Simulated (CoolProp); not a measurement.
Vapour-liquid equilibrium of carbon dioxide (1) + carbonyl sulfide (2) at 280.9 K; x and y are mole fractions of (1).

The numbers come from the multi-fluid Helmholtz-energy mixture model, Span 1996 and Lemmon 2006; pair parameters Bell 2016 in CoolProp.

Task: Give the bubble pressure and the first vapour's composition at x = 0.2, 0.5, 0.725. Is there an azeotrope?

Result: x = 0.2: 1.748 MPa, y = 0.562; x = 0.5: 2.753 MPa, y = 0.770; x = 0.725: 3.401 MPa, y = 0.867. No azeotrope shows between x = 0.05 and 0.95.

Pair parameters are fitted to limited data, so mixtures are less certain than the pure fluids.
